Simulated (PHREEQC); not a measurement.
Consider water at 25 °C with 2.8 mmol/kgw BaBr2. Closed to the air; pH follows from the charge balance.

Equilibrium calculation in PHREEQC: ion-association model, phreeqc.dat.

```yaml
ionic_strength: 0.00840 mol/kgw
specific_conductance: 708 µS/cm
```

```csv
species,molality,activity,log γ
Br-,0.00560,0.00507,-0.043
Ba+2,0.00280,0.00191,-0.166
H+,1.11e-7,1.02e-7,-0.037
OH-,1.10e-7,9.96e-8,-0.042
```

This is a speciation only: nothing precipitates in the calculation. Species that the database lacks are ignored.
